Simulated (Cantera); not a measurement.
A perfectly stirred reactor is fed with CH4 : H2 : O2 = 0.0036 : 1 : 0.017 (molar parts), equivalence ratio 30, at 0.0133 bar; it is held at 2248 K, and followed from long to short residence time.

Detailed kinetics in Cantera: GRI-Mech 3.0 (53 species, 325 reactions). Radical loss at walls, strong at low pressure, is not modelled.

| quantity | before | after |
|---|---|---|
| x(CH4) at τ = 0.700 s | 2.40e-5 | 1.61e-5 |
| x(H2) at τ = 0.700 s | 0.926 | 0.942 |
| x(O2) at τ = 0.700 s | 2.53e-6 | 6.57e-7 |
| x(C2H2) at τ = 0.700 s | 4.01e-6 | 8.52e-7 |
| x(H2O) at τ = 0.700 s | 0.0293 | 0.0296 |
| x(CH4) at τ = 53.0 ms | 0.000364 | 0.000162 |
| x(H2) at τ = 53.0 ms | 0.935 | 0.942 |
| x(O2) at τ = 53.0 ms | 4.23e-5 | 8.21e-6 |
| x(C2H2) at τ = 53.0 ms | 0.000303 | 7.11e-5 |
| x(H2O) at τ = 53.0 ms | 0.0306 | 0.0300 |

Question: Which change was made?
A) temperature 2248 to 2375 K
B) pressure from 0.0133 bar to 0.0220 bar
C) CH4 0.0036 to 0.0025 parts
D) pressure from 0.0133 bar to 0.0870 bar

Answer: D, pressure from 0.0133 bar to 0.0870 bar
